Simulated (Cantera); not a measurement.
Feed: 1 mol CH₃Cl, 0.24 mol HCl, 1.5 mol H₂, held at 7.50 Torr.

These are equilibrium values from Cantera (NASA tables, ideal gas, pure condensed phases), not measurements of a reactor. Candidate condensed phases: C, C₆H₆, C₇H₈, C₈H₁₈; 91 gas species. The numbers say what is thermodynamically allowed, not how fast it happens.

Problem. Which condensed phases are stable at each of these points (T (K)): 1350, 1550, 1750, 1950, 2150, 2350, 2550, 2750, 2950, 3150, 3350?

Solution. 
```csv
T (K),condensed phases,C condensed (%)
1350,C(graphite),100.0
1550,C(graphite),100.0
1750,C(graphite),99.9
1950,C(graphite),99.7
2150,C(graphite),99.0
2350,C(graphite),97.3
2550,C(graphite),93.8
2750,C(graphite),85.7
2950,C(graphite),43.3
3150,gas only,0.0
3350,gas only,0.0
```

From 1350 K to 2950 K the condensed part is C(graphite). From 3150 K to 3350 K nothing is condensed.
